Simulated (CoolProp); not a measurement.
Vapour-liquid equilibrium of R134a (1) + isobutane (2) at 41.35 °C; x and y are mole fractions of (1).

Computed with CoolProp (multi-fluid Helmholtz-energy mixture model, Tillner-Roth 1994 and Bücker 2006; pair parameters Bell 2016).

```
x      bubble pressure (MPa)  y at the bubble point  dew pressure at overall composition x (MPa)  liquid density (mol/L)
-----  ---------------------  ---------------------  -------------------------------------------  ----------------------
0.05                       …                  0.202                                       0.5782                   9.129
0.125                 0.8302                  0.365                                            …                   9.163
0.2                        …                  0.457                                       0.6792                   9.205
0.275                  1.012                  0.517                                       0.7419                   9.256
0.35                   1.066                  0.561                                            …                   9.322
0.425                  1.106                  0.597                                       0.8978                   9.408
0.5                    1.136                  0.628                                       0.9902                   9.517
0.575                  1.157                      …                                        1.082                       …
0.65                   1.171                  0.692                                        1.152                   9.831
0.725                  1.177                  0.729                                        1.177                   10.04
0.8                    1.172                  0.774                                        1.165                       …
0.875                  1.151                  0.834                                        1.131                   10.59
0.95                   1.105                  0.919                                        1.086                   10.93
```

Task: What belongs in the gaps?

Result: 
- 0.05, bubble pressure (MPa): 0.6811
- 0.125, dew pressure at overall composition x (MPa): 0.6252
- 0.2, bubble pressure (MPa): 0.9363
- 0.35, dew pressure at overall composition x (MPa): 0.8144
- 0.575, y at the bubble point: 0.659
- 0.575, liquid density (mol/L): 9.657
- 0.8, liquid density (mol/L): 10.30

y crosses x between x = 0.725 and 0.8: the model has an azeotrope there.

The pair parameters rest on a limited set of measurements; away from them the model extrapolates.
